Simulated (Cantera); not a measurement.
A closed system holds: 1 mol Si, 3.9 mol HCl, a varied amount of H₂, equilibrated at 1.33 mbar.

Cantera equilibrium calculation (NASA polynomials, part measured and part estimated; ideal gas, pure solids and liquids). Candidate condensed phases: Si; 19 gas species. The tables' values for SiCl₃ are old estimates. Rates play no part.

Q: What condenses at these points (T in °C, n(H₂) in mol): (777, 1); (577, 27); (1077, 3.5); (377, 5.3); (1177, 41)?

A: 
```tsv
T (°C)	n(H₂) in mol	condensed phases	Si condensed (%)
777	1	Si	4.1
577	27	Si	6.3
1077	3.5	gas only	0.0
377	5.3	gas only	0.0
1177	41	Si	43.1
```
